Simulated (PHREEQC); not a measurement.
Solution (78 °C): 0.005 mol/kgw (NH4)2CO3. Closed to the air; pH follows from the charge balance.

Computed with PHREEQC (ion-association model, wateq4f.dat).

This is a speciation only: nothing precipitates in the calculation.

Q: Estimate the pH.

A: pH 7.92.

Q: In which forms is N present?

A: NH3 51 %, NH4+ 49 % of the N.

Species that the database lacks are ignored. Constants without temperature data keep their 25 °C values here.
